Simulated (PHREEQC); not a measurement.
1 kg of water holding 0.0063 mol/kgw K2CO3, 0.1 mol/kgw K2SO4, 0.079 mol/kgw KCl and 0.61 mol/kgw KHCO3 is evaporated at 25 °C; the solids stay in contact with the brine. CO2 is held at log p = -3.4 (atm). The run lets Arcanite, Kalicinite, Misenite, Sylvite precipitate or redissolve, and no other solid.

All values are PHREEQC results (Pitzer model, pitzer.dat), not measurements.

| water left (kg) | ionic strength | water activity | Kalicinite (mol) | Arcanite (mol) | Sylvite (mol) | S in solution (mol/kgw) | Cl in solution (mol/kgw) | pH |
|---|---|---|---|---|---|---|---|---|
| 1.004 | 1.25 | 0.980 | 0 | 0 | 0 | 0.0996 | 0.0787 | 10.05 |
| 0.68 | 1.86 | 0.970 | 0 | 0 | 0 | 0.147 | 0.116 | 10.12 |
| 0.5598 | 2.26 | 0.964 | 0 | 0 | 0 | 0.179 | 0.141 | 10.16 |
| 0.3797 | 3.30 | 0.948 | 0 | 0.00756 | 0 | 0.243 | 0.208 | 10.24 |
| 0.2581 | 4.29 | 0.929 | 0 | 0.0574 | 0 | 0.165 | 0.306 | 10.34 |
| 0.213 | 5.00 | 0.915 | 0 | 0.0724 | 0 | 0.130 | 0.371 | 10.39 |
| 0.1455 | 6.98 | 0.873 | 0 | 0.0897 | 0 | 0.0708 | 0.543 | 10.52 |
| 0.09987 | 9.94 | 0.802 | 0 | 0.0969 | 0 | 0.0314 | 0.791 | 10.69 |
| 0.06892 | 14.2 | 0.690 | 0 | 0.0992 | 0 | 0.0110 | 1.15 | 10.91 |
| 0.05682 | 15.1 | 0.667 | 0.0809 | 0.0995 | 0.00519 | 0.00905 | 1.30 | 10.95 |
| 0.0383 | 15.1 | 0.667 | 0.257 | 0.0997 | 0.0292 | 0.00905 | 1.30 | 10.95 |
| 0.02579 | 15.1 | 0.667 | 0.377 | 0.0998 | 0.0455 | 0.00905 | 1.30 | 10.95 |
| 0.02115 | 15.1 | 0.667 | 0.421 | 0.0998 | 0.0515 | 0.00905 | 1.30 | 10.95 |
| 0.01421 | 15.1 | 0.667 | 0.487 | 0.0999 | 0.0605 | 0.00905 | 1.30 | 10.95 |
| 0.009516 | 15.1 | 0.667 | 0.532 | 0.0999 | 0.0666 | 0.00905 | 1.30 | 10.95 |
| 0.007781 | 15.1 | 0.667 | 0.548 | 0.0999 | 0.0689 | 0.00905 | 1.30 | 10.95 |
| 0.005169 | 15.1 | 0.667 | 0.573 | 0.1000 | 0.0723 | 0.00905 | 1.30 | 10.95 |

Arcanite from water left = 0.3797 kg (pH 10.24); Kalicinite from water left = 0.05682 kg (pH 10.95); Sylvite from water left = 0.05682 kg (pH 10.95).
